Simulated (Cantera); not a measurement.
An isothermal, constant-pressure homogeneous reactor starts with 4.17 % C2H6, 95.8 % H2, at 2000 K and 1.01 bar.

Computed with Cantera and GRI-Mech 3.0 (53 species, 325 reactions). GRI-Mech 3.0 stops at C3 and has no aromatics, soot or wall deposition, so with more carbon than oxygen in the feed, carbon stays in small species such as C2H2 where larger ones or solid carbon would form.

x: mole fraction; the columns are a selection and need not sum to one.

```tsv
t (s)	x C2H6	x H2	x CH3	x C2H4	x C2H2	x H	x CH2
1.00e-6	0.0209	0.941	0.00990	0.00491	0.000150	0.00457	2.70e-5
4.92e-6	0.000218	0.926	0.00605	0.00625	0.00652	0.00578	2.79e-5
2.42e-5	4.07e-5	0.931	0.00218	0.00160	0.0125	0.00206	4.88e-6
0.000119	2.21e-5	0.933	0.00150	0.000387	0.0151	0.00149	2.57e-6
0.000585	1.43e-5	0.939	0.00121	0.000304	0.0198	0.00151	2.14e-6
0.00288	3.70e-6	0.949	0.000617	0.000232	0.0290	0.00155	1.19e-6
0.0141	(withheld)	0.957	(withheld)	0.000233	0.0354	0.00158	(withheld)
0.0695	1.20e-7	0.958	9.26e-5	0.000240	0.0368	0.00159	1.99e-7
0.342	1.18e-7	0.958	9.10e-5	0.000240	0.0369	0.00159	1.96e-7
1.68	1.18e-7	0.958	9.10e-5	0.000240	0.0369	0.00159	1.96e-7
8.27	1.18e-7	0.958	9.10e-5	0.000240	0.0369	0.00159	1.96e-7
40.7	1.18e-7	0.958	9.10e-5	0.000240	0.0369	0.00159	1.96e-7
200	1.18e-7	0.958	9.10e-5	0.000240	0.0369	0.00159	1.96e-7
```

What belongs in the gaps?


- 0.0141, x C2H6: 3.85e-7
- 0.0141, x CH3: 0.000191
- 0.0141, x CH2: 4.00e-7
